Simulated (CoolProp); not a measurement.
Isopentane along the isobar 18.3 bar: fugacity coefficient from the reference equation and from simpler models built on Tc = 460.3 K, pc = 33.78 bar, ω = 0.227; each cubic takes its own stable root.

Model: reference Helmholtz-energy equation of state, Lemmon 2006, in CoolProp. It is a short technical equation, of lower accuracy than the large ones.

| T (K) | phase | reference |
|---|---|---|
| 324.8 | liquid | 0.1180 |
| 346.7 | liquid | 0.2044 |
| 368.6 | liquid | 0.3245 |
| 390.5 | liquid | 0.4792 |
| 412.4 | liquid | 0.6649 |
| 434.3 | gas | 0.7776 |
| 456.2 | gas | 0.8124 |
| 478.1 | gas | 0.8401 |
| 500 | gas | 0.8626 |

Problem. How far does each simpler model (Redlich-Kwong, Soave-Redlich-Kwong) lie from the reference over these 9 states: mean and median of the absolute difference, and the worst?

Solution. 
- Redlich-Kwong: mean 14.8 %, median 10.7 %, worst +44.7 % at 324.8 K and 18.3 bar
- Soave-Redlich-Kwong: mean 1.3 %, median 1.4 %, worst +2.4 % at 390.5 K and 18.3 bar
